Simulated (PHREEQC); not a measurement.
Dissolve 75 mmol/kgw H2SO4, 0.9 mmol/kgw FeCl3 and 90 mmol/kgw MgCl2 at 25 °C. Closed to the air; pH follows from the charge balance.

All values are PHREEQC results (ion-association model, wateq4f.dat), not measurements.

Precipitation was switched off in this run.

Q: What pH, activity of water, ionic strength does the model give?

A: pH 1.08; activity of water 0.993; ionic strength 0.343 mol/kgw.

Q: In which forms is Mg present?

A: Mg+2 81 %, MgSO4 19 % of the Mg.

Saturation is exceeded, for instance for Hematite (slow to form); the values hold only as long as no solid forms.
